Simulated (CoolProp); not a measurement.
R13 along the isobar 19600 kPa: fugacity coefficient from the reference equation and from simpler models built on Tc = 303.0 K, pc = 3973 kPa, ω = 0.175; each cubic takes its own stable root.

The numbers come from the reference Helmholtz-energy equation of state, Platzer 1990 in CoolProp. This equation is an older, rougher fit; its heat capacities, sound speeds and derivatives of the liquid may be far off and weren't checked against measurements.

| T (K) | phase | reference | Redlich-Kwong | Peng-Robinson |
|---|---|---|---|---|
| 245.2 | liquid | 0.07873 | 0.09439 | 0.07353 |
| 265.4 | liquid | 0.1268 | 0.1445 | 0.1194 |
| 285.5 | liquid | 0.1862 | 0.2029 | 0.1766 |
| 305.6 | supercritical | 0.2546 | 0.2672 | 0.2429 |
| 325.8 | supercritical | 0.3290 | 0.3346 | 0.3153 |
| 345.9 | supercritical | 0.4053 | 0.4018 | 0.3895 |
| 366 | supercritical | 0.4805 | 0.4670 | 0.4625 |
| 386.1 | supercritical | 0.5521 | 0.5284 | 0.5319 |
| 406.3 | supercritical | 0.6186 | 0.5855 | 0.5963 |
| 426.4 | supercritical | 0.6785 | 0.6371 | 0.6544 |
